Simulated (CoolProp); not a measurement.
Vapour-liquid equilibrium of hexamethyldisiloxane (MM) (1) + toluene (2) at 149.35 °C; x and y are mole fractions of (1).

Values from CoolProp's multi-fluid Helmholtz-energy mixture model, Thol 2016 and Lemmon 2006; pair parameters Bell 2016.

```
x     bubble pressure (MPa)  y at the bubble point  dew pressure at overall composition x (MPa)  liquid density (mol/L)
----  ---------------------  ---------------------  -------------------------------------------  ----------------------
0.05             (withheld)                  0.070                                       0.2760                   7.647
0.2                  0.2960                  0.257                                       0.2904              (withheld)
0.35                 0.3116                  0.416                                       0.3052                   5.928
0.5                  0.3244                  0.556                                       0.3195                   5.280
0.65                 0.3343             (withheld)                                       0.3318                   4.735
0.8                  0.3413             (withheld)                                       0.3406                   4.273
0.95                 0.3451                  0.952                                       0.3451                   3.878
```

Problem. Fill in the missing entries.

Solution. 
- 0.05, bubble pressure (MPa): 0.2778
- 0.2, liquid density (mol/L): 6.704
- 0.65, y at the bubble point: 0.686
- 0.8, y at the bubble point: 0.816

No azeotrope shows between x = 0.05 and 0.95.

Pair parameters are fitted to limited data, so mixtures are less certain than the pure fluids.
